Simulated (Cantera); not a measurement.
A perfectly stirred reactor is fed with CH₄ : N₂ = 1 : 96 (molar parts), at 0.133 bar; it is held at 1773 K, and followed from long to short residence time.

Detailed kinetics in Cantera: GRI-Mech 3.0 (53 species, 325 reactions). GRI-Mech 3.0 stops at C3 and has no aromatics, soot or wall deposition, so with more carbon than oxygen in the feed, carbon stays in small species such as C2H2 where larger ones or solid carbon would form.

Question: What does this change do: CH4 1 to 2.8 parts?

Answer: 
| quantity | before | after |
|---|---|---|
| x(CH₄) at τ = 0.960 s | 0.000804 | 0.00212 |
| x(C₂H₄) at τ = 0.960 s | 9.15e-6 | 1.84e-5 |
| x(CH₃) at τ = 0.960 s | 7.46e-5 | 0.000130 |
| x(CH₂) at τ = 0.960 s | 3.50e-7 | 4.09e-7 |
| x(HCN) at τ = 0.960 s | 7.43e-5 | 5.40e-5 |
| x(CH₄) at τ = 19.0 ms | 0.00644 | 0.0162 |
| x(C₂H₄) at τ = 19.0 ms | 0.000276 | 0.000646 |
| x(CH₃) at τ = 19.0 ms | 0.000352 | 0.000641 |
| x(CH₂) at τ = 19.0 ms | 7.56e-7 | 1.07e-6 |
| x(HCN) at τ = 19.0 ms | 1.04e-6 | 1.05e-6 |
